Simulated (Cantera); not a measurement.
Feed: 1 mol SiH₄, 0.027 mol C₃H₈, 12 mol H₂, held at 1330 Pa.

These are equilibrium values from Cantera (NASA tables, ideal gas, pure condensed phases), not measurements of a reactor. Candidate condensed phases: C, C₆H₆, C₇H₈, C₈H₁₈, Si, SiC; 87 gas species. Mutual solubility and eutectic melting of coexisting phases are not modelled. Gases not in the tables: Si₂H₆ and higher silanes. Kinetics and transport are ignored.

Question: Which condensed phases are stable at each of these points (T (K)): 900, 1000, 1100, 1200, 1300, 1400, 1500, 1600, 1700, 1800, 1900, 2000?

Answer: 
```tsv
T (K)	condensed phases	Si condensed (%)
900	Si(s) + SiC(s)	100.0
1000	Si(s) + SiC(s)	100.0
1100	Si(s) + SiC(s)	100.0
1200	Si(s) + SiC(s)	100.0
1300	Si(s) + SiC(s)	100.0
1400	Si(s) + SiC(s)	100.0
1500	Si(s) + SiC(s)	100.0
1600	Si(s) + SiC(s)	100.0
1700	Si(l) + SiC(s)	99.9
1800	Si(l) + SiC(s)	99.6
1900	Si(l) + SiC(s)	98.4
2000	Si(l) + SiC(s)	94.4
```

From 900 K to 1600 K the condensed part is Si(s) + SiC(s). From 1700 K to 2000 K the condensed part is Si(l) + SiC(s).
